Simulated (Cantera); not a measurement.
Input: 1 mol C₃H₆, 0.81 mol CO₂, at 0.100 bar.

Cantera equilibrium calculation (NASA polynomials, part measured and part estimated; ideal gas, pure solids and liquids). Candidate condensed phases: C, C₆H₆, C₇H₈, C₈H₁₈, H₂O; 110 gas species. The numbers say what is thermodynamically allowed, not how fast it happens.

x: gas mole fraction; n: condensed amount in mol.

| T (°C) | x H₂ | x CO | x H | x C₂H₂ (acetylene) | x C₂H | x C₄H₂ | x C₃ | n C(graphite) |
|---|---|---|---|---|---|---|---|---|
| 1352 | 0.649 | 0.351 | 0.000180 | 2.31e-5 | 2.45e-11 | (withheld) | <1e-12 | 2.19 |
| 1452 | 0.649 | 0.351 | 0.000473 | 5.98e-5 | 2.74e-10 | (withheld) | <1e-12 | 2.19 |
| 1552 | 0.648 | 0.350 | 0.00112 | 0.000139 | 2.34e-9 | (withheld) | 2.43e-12 | 2.19 |
| 1652 | 0.647 | 0.350 | 0.00243 | 0.000296 | 1.60e-8 | (withheld) | 4.06e-11 | 2.19 |
| 1752 | 0.645 | 0.350 | 0.00489 | 0.000583 | 9.00e-8 | (withheld) | 5.09e-10 | 2.18 |
| 1852 | 0.641 | 0.349 | 0.00919 | 0.00107 | 4.30e-7 | (withheld) | 5.00e-9 | 2.18 |
| 1952 | 0.634 | 0.348 | 0.0163 | 0.00186 | 1.78e-6 | (withheld) | 3.98e-8 | 2.17 |
| 2052 | 0.624 | 0.346 | 0.0275 | 0.00305 | 6.46e-6 | (withheld) | 2.64e-7 | 2.16 |
| 2152 | 0.608 | 0.343 | 0.0441 | 0.00475 | 2.10e-5 | (withheld) | 1.49e-6 | 2.14 |
| 2252 | 0.586 | 0.339 | 0.0679 | 0.00704 | 6.17e-5 | (withheld) | 7.30e-6 | 2.12 |
| 2352 | 0.557 | 0.333 | 0.100 | 0.00994 | 0.000165 | (withheld) | 3.16e-5 | 2.09 |
| 2452 | 0.518 | 0.326 | 0.142 | 0.0134 | 0.000406 | (withheld) | 0.000122 | 2.05 |

### Question
Some entries are withheld; supply them.

### Answer

- 1352, x C₄H₂: 3.18e-10
- 1452, x C₄H₂: 2.16e-9
- 1552, x C₄H₂: 1.18e-8
- 1652, x C₄H₂: 5.42e-8
- 1752, x C₄H₂: 2.13e-7
- 1852, x C₄H₂: 7.29e-7
- 1952, x C₄H₂: 2.22e-6
- 2052, x C₄H₂: 6.11e-6
- 2152, x C₄H₂: 1.53e-5
- 2252, x C₄H₂: 3.49e-5
- 2352, x C₄H₂: 7.36e-5
- 2452, x C₄H₂: 0.000143
